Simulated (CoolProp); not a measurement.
A single-stage vapour-compression cycle with the fluid: evaporating at 309.15 K (dew point), condensing at 341.15 K (bubble point), superheat 2 K, subcooling 2 K, compressor efficiency 0.6, no pressure losses. The same conditions are run with several fluids, on thermodynamics alone (safety and materials aside).

Computed with CoolProp (reference Helmholtz-energy equation of state of each fluid (R245ca: Zhou 2016; fluoroethane (R161): Wu 2012; R124: de Vries 1995; vinyl chloride: Thol 2022; R142b: Lemmon 2006; the fluoroketone C6F12O (FK-5-1-12): McLinden 2015)).

Question: Rank R245ca, fluoroethane (R161), R124, vinyl chloride, R142b, the fluoroketone C6F12O (FK-5-1-12) by cooling COP, highest first.

Answer: vinyl chloride (5.13), R245ca (5.06), R142b (4.95), R124 (4.75), fluoroethane (R161) (4.62), the fluoroketone C6F12O (FK-5-1-12) (4.50)

```json
[
 {"fluid": "R245ca", "pressure ratio": "2.74", "discharge temperature (K)": "347.8", "refrigerating effect (kJ/kg)": "157", "volumetric capacity (kJ/m³)": "1290"},
 {"fluid": "fluoroethane (R161)", "pressure ratio": "2.08", "discharge temperature (K)": "363.3", "refrigerating effect (kJ/kg)": "248", "volumetric capacity (kJ/m³)": "7070"},
 {"fluid": "R124", "pressure ratio": "2.27", "discharge temperature (K)": "349.4", "refrigerating effect (kJ/kg)": "105", "volumetric capacity (kJ/m³)": "3390"},
 {"fluid": "vinyl chloride", "pressure ratio": "2.21", "discharge temperature (K)": "373.0", "refrigerating effect (kJ/kg)": "266", "volumetric capacity (kJ/m³)": "3830"},
 {"fluid": "R142b", "pressure ratio": "2.26", "discharge temperature (K)": "354.1", "refrigerating effect (kJ/kg)": "154", "volumetric capacity (kJ/m³)": "3160"},
 {"fluid": "the fluoroketone C6F12O (FK-5-1-12)", "pressure ratio": "2.98", "discharge temperature (K)": "341.2", "refrigerating effect (kJ/kg)": "59.8", "volumetric capacity (kJ/m³)": "481"}
]
```

The compression ends wet for: the fluoroketone C6F12O (FK-5-1-12).
